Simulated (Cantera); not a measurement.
A Cantera script and what it prints.

```python
import numpy as np
import cantera as ct

gas_names = [...]  # 151 gases of nasa_gas.yaml made of C, H, N, O, Si
cond_names = """
    C(gr) C6H6(L) C7H8(L) C8H18(L),n-octa H2O(s) H2O(L) Si(cr) Si(L) SiC(b) SiO2(Lqz) SiO2(hqz) SiO2(L)
    Si2N2O(s) Si3N4(a)
""".split()


# ... load() reads the species with a 1 bar reference pressure and builds the phases ...
atoms = {
    'Si2H6': {'Si': 2, 'H': 6},
    'O2': {'O': 2},
    'N2': {'N': 2},
    'CO2': {'C': 1, 'O': 2},
}
top_T = {'C(gr)': 4500, 'SiC(b)': 3050, 'Si2N2O(s)': 2100, 'Si3N4(a)': 2400}  # K; cautious upper limits of use, not melting points


# ... equilibrate(T, P, feed) seeds the gas with the atoms and calls Mixture.equilibrate('TP', solver="vcs", rtol=1e-11, max_steps=5000) ...
results = []
feed = {'Si2H6': 1, 'O2': 3.7, 'N2': 1.3, 'CO2': 3.2}  # mol
T = 900  # K
P = 133.322  # Pa
mix = equilibrate(T, P, feed)
results.append((T, P, feed, dict(zip(mix.species_names, mix.species_moles))))
print(gas.report(threshold=0.0001))
for i in range(1, mix.n_phases):
    print(f"{mix.phase(i).name:16s} {mix.phase_moles(i):12.5e} mol")
```

Output:

```
       temperature   900 K
          pressure   133.32 Pa
           density   0.00054998 kg/m^3
  mean mol. weight   30.869 kg/kmol
   phase of matter   gas

                          1 kg             1 kmol
                     ---------------   ---------------
          enthalpy       -7.5797e+06       -2.3398e+08  J
   internal energy       -7.8222e+06       -2.4146e+08  J
           entropy            9950.6        3.0717e+05  J/K
    Gibbs function       -1.6535e+07       -5.1043e+08  J
 heat capacity c_p            1422.4             43910  J/K
 heat capacity c_v            1153.1             35595  J/K

                      mass frac. Y      mole frac. X     chem. pot. / RT
                     ---------------   ---------------   ---------------
               CO2           0.59249           0.41558           -88.047
               H2O           0.22737           0.38961           -64.424
                N2           0.15322           0.16883           -32.996
                O2          0.026923          0.025973           -36.557
     [ +147 minor]        1.5069e-06        1.5841e-06

C(gr)             0.00000e+00 mol
Si(cr)            0.00000e+00 mol
SiC(b)            0.00000e+00 mol
SiO2(hqz)         2.00000e+00 mol
Si2N2O(s)         0.00000e+00 mol
Si3N4(a)          0.00000e+00 mol
```

Equilibrium computed with Cantera from the NASA thermochemical tables; the gas is ideal and each condensed phase is pure. The feed counts by its element totals alone.
